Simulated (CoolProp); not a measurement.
Vapour-liquid equilibrium of R152A (1) + R227EA (2) at 294.9 K; x and y are mole fractions of (1).

The numbers come from the multi-fluid Helmholtz-energy mixture model, Outcalt 1996 and Lemmon 2016; pair parameters Bell 2016 in CoolProp.

```
x     bubble pressure (MPa)  y at the bubble point  dew pressure at overall composition x (MPa)  liquid density (mol/L)
----  ---------------------  ---------------------  -------------------------------------------  ----------------------
0.05                 0.4145                  0.057                                       0.4140                   8.428
0.2                  0.4302                  0.238                                       0.4263                   9.022
0.35                 0.4520                  0.414                                       0.4434                   9.677
0.5                  0.4762                  0.572                                       0.4648                   10.41
0.65                 0.4995                  0.710                                       0.4893                   11.24
0.8                  0.5200                  0.835                                       0.5146                   12.20
0.95                 0.5366                  0.957                                       0.5358                   13.32
```

No azeotrope shows between x = 0.05 and 0.95.

The pair parameters rest on a limited set of measurements; away from them the model extrapolates. The gap from Raoult's law changes sign with composition, which may be real or a fault of the pair parameters; it wasn't checked against measurements.
